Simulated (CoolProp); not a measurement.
Properties of CH2F2 (R32) along the isotherm 435 K (Tc = 351.3 K, pc = 5.783 MPa, ω = 0.277).

The numbers come from the reference Helmholtz-energy equation of state, Tillner-Roth 1997 in CoolProp.

```
p (MPa)  phase       Z  isothermal compressibility (1/MPa)  expansivity (1/kK)  conductivity (mW/(m K))
-------  -----  ------  ----------------------------------  ------------------  -----------------------
0.00914    gas  0.9997                               109.4               2.301                     26.5
0.0154     gas  0.9995                               64.97               2.303                     26.5
0.026      gas  0.9992                               38.49               2.306                     26.5
0.0439     gas  0.9987                               22.81               2.311                     26.6
0.0742     gas  0.9977                               13.51               2.319                     26.6
0.125      gas  0.9962                               8.031               2.333                     26.7
0.211      gas  0.9935                               4.770               2.356                      ___
0.356      gas  0.9890                               2.840               2.397                     27.0
0.602      gas  0.9814                               1.693               2.466                     27.4
1.02       gas  0.9684                               1.013               2.590                     27.9
1.71       gas  0.9468                              0.6180                 ___                     28.9
2.89       gas  0.9094                              0.3812                 ___                     30.5
```

### Question
What belongs in the gaps?

### Answer

- 0.211, conductivity (mW/(m K)): 26.8
- 1.71, expansivity (1/kK): 2.807
- 2.89, expansivity (1/kK): 3.222

Thermal conductivity comes from a separate model (Huber 2003), an estimate that may be off by 10 % or more.
